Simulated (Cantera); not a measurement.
A perfectly stirred reactor is fed with 12.7 % CH₃OH, 20.8 % O₂, 66.5 % N₂, at 2.20 bar; it is adiabatic with a 373 K inlet, and is followed from long to short residence time, starting on the burning branch (τ in s: 0.022, 0.011, 0.0052, 0.0026, 0.0013, 0.00062, 0.00031, 0.00015, 7.4e-05, 3.7e-05, 1.8e-05).

Cantera simulation using GRI-Mech 3.0 (53 species, 325 reactions); the numbers are that mechanism's predictions, not measurements. GRI-Mech 3.0 was tuned for natural gas; its chemistry of methanol as a main component is partial and can be far from experiment.

Predict: blow-out, bracketed by the residence times tried; x(CH₃OH) at τ = 22.0 ms; x(O₂) at τ = 22.0 ms; x(CH₃) at τ = 22.0 ms; x(CH₃OH) at τ = 0.620 ms; x(O₂) at τ = 0.620 ms; x(CH₃) at τ = 0.620 ms.


* **blow-out, bracketed by the residence times tried**: burning at 37.0 µs, out at 18.0 µs
* **x(CH₃OH) at τ = 22.0 ms**: 1.53e-6
* **x(O₂) at τ = 22.0 ms**: 0.0192
* **x(CH₃) at τ = 22.0 ms**: 3.19e-7
* **x(CH₃OH) at τ = 0.620 ms**: 2.66e-5
* **x(O₂) at τ = 0.620 ms**: 0.0275
* **x(CH₃) at τ = 0.620 ms**: 2.93e-6
